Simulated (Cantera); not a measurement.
Feed: 1 mol BN, 57 mol HF, 0.42 mol N2, at 1625 °C and 0.100 bar.

These are equilibrium values from Cantera (NASA tables, ideal gas, pure condensed phases), not measurements of a reactor. Candidate condensed phases: B, BN; 31 gas species. The tables' values for BF2 are old estimates; treat these amounts as uncertain. Kinetics and transport are ignored.

Base state: HF 0.940, H2 0.0259, BF3 0.0174, N2 0.0160, H 0.000398, BF2 4.41e-5 (mole fractions); condensed: gas only.

What changes in the equilibrium state with this change: pressure from 0.100 bar to 13.3 mbar?


```csv
species,before,after
HF,0.940,0.940
H2,0.0259,0.0255
BF3,0.0174,0.0173
H,0.000398,0.00108
N2,0.0160,0.0160
F,3.84e-6,1.06e-5
BF2,4.41e-5,0.000119
```
